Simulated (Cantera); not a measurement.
**Equilibrium for carbothermic reduction: SiO2 + C + CO**

Feed: 1 mol SiO2, 1.4 mol C, 0.73 mol CO, held at 825 K.

Cantera equilibrium calculation (NASA polynomials, part measured and part estimated; ideal gas, pure solids and liquids). Candidate condensed phases: C, Si, SiC, SiO2; 20 gas species. Equilibrium is a limit: real reactors are often held back by kinetics, nucleation or transport.

```
P (Pa)     x CO    x CO2  n C(graphite)  n SiO2(α-quartz)
-------  ------  -------  -------------  ----------------
10        0.996  0.00446           1.40              1.00
100       0.959   0.0414           1.43              1.00
1000      0.748    0.252           1.55              1.00
10000     0.373    0.627           1.68              1.00
100000    0.138    0.862           1.74              1.00
1000000  0.0460    0.954           1.76              1.00
```
x: gas mole fraction; n: condensed amount in mol.

From 0.000100 bar to 10.0 bar the condensed part is C(graphite) + SiO2(α-quartz).
